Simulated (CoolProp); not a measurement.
CH2F2 (R32) along the isobar 0.234 MPa: density (kg/m³) from the reference equation and from simpler models built on Tc = 351.3 K, pc = 5.783 MPa, ω = 0.277; each cubic takes its own stable root.

Values from CoolProp's reference Helmholtz-energy equation of state, Tillner-Roth 1997.

```json
[
 {"T (K)": "200.8", "phase": "liquid", "reference": "1269", "van der Waals": "7.638", "Redlich-Kwong": "955.5", "Peng-Robinson": "1110"},
 {"T (K)": "211.4", "phase": "liquid", "reference": "1241", "van der Waals": "7.217", "Redlich-Kwong": "933.5", "Peng-Robinson": "1089"},
 {"T (K)": "221.9", "phase": "liquid", "reference": "1212", "van der Waals": "6.845", "Redlich-Kwong": "910.4", "Peng-Robinson": "1067"},
 {"T (K)": "232.5", "phase": "liquid", "reference": "1182", "van der Waals": "6.508", "Redlich-Kwong": "6.594", "Peng-Robinson": "1042"},
 {"T (K)": "243", "phase": "gas", "reference": "6.456", "van der Waals": "6.206", "Redlich-Kwong": "6.274", "Peng-Robinson": "6.320"},
 {"T (K)": "253.6", "phase": "gas", "reference": "6.111", "van der Waals": "5.930", "Redlich-Kwong": "5.984", "Peng-Robinson": "6.022"},
 {"T (K)": "264.2", "phase": "gas", "reference": "5.812", "van der Waals": "5.678", "Redlich-Kwong": "5.721", "Peng-Robinson": "5.753"},
 {"T (K)": "274.7", "phase": "gas", "reference": "5.551", "van der Waals": "5.449", "Redlich-Kwong": "5.484", "Peng-Robinson": "5.510"},
 {"T (K)": "285.3", "phase": "gas", "reference": "5.314", "van der Waals": "5.237", "Redlich-Kwong": "5.265", "Peng-Robinson": "5.287"}
]
```

At some of these states van der Waals, Redlich-Kwong gives the other phase, because its saturation line lies elsewhere.
